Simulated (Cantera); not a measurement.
**Ammonia decomposition in nitride growth gas**

A perfectly stirred reactor is fed with 60.2 % NH3, 39.8 % H2, at 35000 Pa; it is held at 1750 K, and followed from long to short residence time.

Detailed kinetics in Cantera: the gas-phase N/H chemistry of the illustrative SiF4/NH3 mechanism in the Surface Chemkin manual (1991). Walls and surfaces, which speed up NH3 decomposition in real reactors, are not modelled.

```tsv
τ (s)	x NH3	x H2	x NH2	x NH	x N2H4
0.37	0.498	0.469	0.000198	1.52e-6	6.53e-8
0.099	0.570	0.420	0.000215	1.56e-6	7.73e-8
0.027	0.593	0.404	0.000217	1.53e-6	7.91e-8
0.0072	0.600	0.399	0.000207	1.37e-6	7.16e-8
0.0019	0.602	0.398	0.000165	8.78e-7	4.54e-8
0.00052	0.602	0.398	7.66e-5	1.93e-7	9.80e-9
0.00014	0.602	0.398	2.19e-5	1.59e-8	7.97e-10
```
x: mole fraction; the columns are a selection and need not sum to one.
